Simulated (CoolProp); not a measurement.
Vapour-liquid equilibrium of R134a (1) + R245fa (2) at 203 kPa; x and y are mole fractions of (1).

Values from CoolProp's multi-fluid Helmholtz-energy mixture model, Tillner-Roth 1994 and Akasaka 2015; pair parameters Akasaka 2014.

```json
[
 {"x": "0.05", "bubble temperature (K)": "302.7", "y at the bubble point": "0.170", "dew temperature at overall composition x (K)": "[?]", "liquid density (mol/L)": "9.984"},
 {"x": "0.2", "bubble temperature (K)": "292.3", "y at the bubble point": "0.512", "dew temperature at overall composition x (K)": "301.9", "liquid density (mol/L)": "10.49"},
 {"x": "0.35", "bubble temperature (K)": "[?]", "y at the bubble point": "0.706", "dew temperature at overall composition x (K)": "297.7", "liquid density (mol/L)": "[?]"},
 {"x": "0.5", "bubble temperature (K)": "[?]", "y at the bubble point": "[?]", "dew temperature at overall composition x (K)": "[?]", "liquid density (mol/L)": "11.41"},
 {"x": "0.65", "bubble temperature (K)": "272.7", "y at the bubble point": "0.901", "dew temperature at overall composition x (K)": "286.9", "liquid density (mol/L)": "11.86"},
 {"x": "0.8", "bubble temperature (K)": "268.4", "y at the bubble point": "0.953", "dew temperature at overall composition x (K)": "279.4", "liquid density (mol/L)": "[?]"},
 {"x": "0.95", "bubble temperature (K)": "264.6", "y at the bubble point": "0.990", "dew temperature at overall composition x (K)": "268.6", "liquid density (mol/L)": "[?]"}
]
```

What belongs in the gaps?


- 0.05, dew temperature at overall composition x (K): 305.7
- 0.35, bubble temperature (K): 284.3
- 0.35, liquid density (mol/L): 10.96
- 0.5, bubble temperature (K): 278.0
- 0.5, y at the bubble point: 0.824
- 0.5, dew temperature at overall composition x (K): 292.8
- 0.8, liquid density (mol/L): 12.33
- 0.95, liquid density (mol/L): 12.82

No azeotrope shows between x = 0.05 and 0.95.

Pair parameters are fitted to limited data, so mixtures are less certain than the pure fluids.
